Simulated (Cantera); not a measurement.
Input (Python, Cantera):

```python
import numpy as np
import cantera as ct

gas = ct.Solution("gri30.yaml")
gas.TPX = 1048, 360000, {'CO': 0.0011, 'O2': 0.091, 'H2O': 0.0003, 'N2': 1, 'CH4': 0.0016}
reactor = ct.IdealGasConstPressureReactor(gas, energy="off", clone=False)
net = ct.ReactorNet([reactor])
net.rtol, net.atol = 1e-08, 1e-18
show = ['CO', 'O2', 'H2O', 'H2O2', 'OH']
times = np.geomspace(3e-05, 300, 9)

steps = ct.SolutionArray(gas, extra=["t"])
rows = []
print(f"{'t/s':>10s}{'T/K':>9s}{'P/Pa':>11s}" + "".join(f"{s:>11s}" for s in show))
for t in times:
    while net.time < t:
        t_next = net.step()
        steps.append(gas.state, t=t_next)
    rows.append([np.interp(t, steps.t, y) for y in (steps.T, steps.P, *steps(*show).X.T)])
    print(f"{t:10.3e}{rows[-1][0]:9.1f}{rows[-1][1]:11.4g}" + "".join(f"{x:11.3e}" for x in rows[-1][2:]))
rate = np.gradient(steps.T, steps.t)
print("integrator steps:", len(steps.t))
if steps.T.max() > steps.T[0] + 200:
    print(f"time of steepest temperature rise: {steps.t[rate.argmax()]:.4e} s")
gas.TPX = 1048, 360000, {'CO': 0.0011, 'O2': 0.091, 'H2O': 0.0003, 'N2': 1, 'CH4': 0.0016}
gas.equilibrate("TP")
print(f"equilibrium (TP): T = {gas.T:.1f} K  " + "  ".join(f"{s} {gas[s].X[0]:.3e}" for s in show))
```

Output:

```
       t/s      T/K       P/Pa         CO         O2        H2O       H2O2         OH
 3.000e-05   1048.0    3.6e+05  1.005e-03  8.318e-02  2.742e-04  2.269e-15  4.611e-12
 2.250e-04   1048.0    3.6e+05  1.005e-03  8.318e-02  2.742e-04  1.276e-13  1.243e-11
 1.687e-03   1048.0    3.6e+05  1.005e-03  8.318e-02  2.742e-04  5.516e-12  3.691e-11
 1.265e-02   1048.0    3.6e+05  1.005e-03  8.318e-02  2.744e-04  2.153e-10  4.374e-10
 9.487e-02   1048.0    3.6e+05  1.399e-03  8.223e-02  1.381e-03  9.025e-06  4.018e-07
 7.114e-01   1048.0    3.6e+05  1.027e-03  8.027e-02  3.194e-03  1.087e-07  6.012e-08
 5.335e+00   1048.0    3.6e+05  1.252e-04  7.985e-02  3.200e-03  6.795e-09  3.082e-08
 4.001e+01   1048.0    3.6e+05  3.492e-07  7.979e-02  3.201e-03  4.023e-12  1.743e-08
 3.000e+02   1048.0    3.6e+05  1.343e-12  7.979e-02  3.201e-03  8.691e-12  2.880e-08
integrator steps: 2416
equilibrium (TP): T = 1048.0 K  CO 1.339e-12  O2 7.977e-02  H2O 3.201e-03  H2O2 8.687e-12  OH 2.879e-08
```

Computed with Cantera and GRI-Mech 3.0 (53 species, 325 reactions).
